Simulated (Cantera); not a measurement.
Gas mixture: 63.0 % C2H2, 37.0 % CH4, at 250 Pa, frozen composition.

Cantera's kinetic-theory transport with the Lennard-Jones parameters of GRI-Mech 3.0, ideal gas; thermal conductivity in the multicomponent form. The composition is frozen, though it would react at the higher temperatures.

D: mixture-averaged diffusion coefficient of that species in the mixture.

| T (K) | ρ (kg/m³) | cp (J/kg/K) | μ (µPa s) | λ (mW/m/K) | Pr | D (cm²/s) CO2 | D (cm²/s) H2 | D (cm²/s) NO |
|---|---|---|---|---|---|---|---|---|
| 400 | 0.00168 | 2089 | 13.9 | 40.4 | 0.719 | 95.7 | [?] | 123 |
| 550 | 0.00122 | 2415 | 17.9 | 60.3 | 0.718 | 171 | [?] | 215 |
| 700 | 0.000960 | 2689 | 21.5 | 80.6 | 0.716 | 262 | [?] | 325 |
| 850 | 0.000790 | 2923 | 24.7 | 101 | 0.714 | 368 | [?] | 452 |
| 1000 | 0.000672 | 3134 | 27.6 | 122 | 0.712 | 487 | [?] | 595 |
| 1150 | 0.000584 | 3314 | 30.4 | 142 | 0.710 | 618 | [?] | 752 |
| 1300 | 0.000517 | 3469 | 33.0 | 162 | 0.709 | 761 | [?] | 922 |
| 1450 | 0.000463 | 3602 | 35.5 | 181 | 0.708 | 915 | [?] | 1110 |

**Question.** Some entries are withheld; supply them.

**Answer.** 
- 400, D (cm²/s) H2: 440
- 550, D (cm²/s) H2: 755
- 700, D (cm²/s) H2: 1130
- 850, D (cm²/s) H2: 1570
- 1000, D (cm²/s) H2: 2050
- 1150, D (cm²/s) H2: 2590
- 1300, D (cm²/s) H2: 3170
- 1450, D (cm²/s) H2: 3800
